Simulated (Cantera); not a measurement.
Input: 1 mol SiH₄, 60 mol N₂, at 10.0 mbar.

These are equilibrium values from Cantera (NASA tables, ideal gas, pure condensed phases), not measurements of a reactor. Candidate condensed phases: Si, Si₃N₄; 18 gas species. The tables' values for SiN are old estimates; treat these amounts as uncertain. Kinetics and transport are ignored.

Question: At 1850 K, list the 5 most abundant gas species with their mole fractions, and the condensed phases.

Answer: N₂ 0.967, H₂ 0.0317, H 0.000960, Si 0.000645, Si₂N 3.70e-5. Condensed: Si(l).
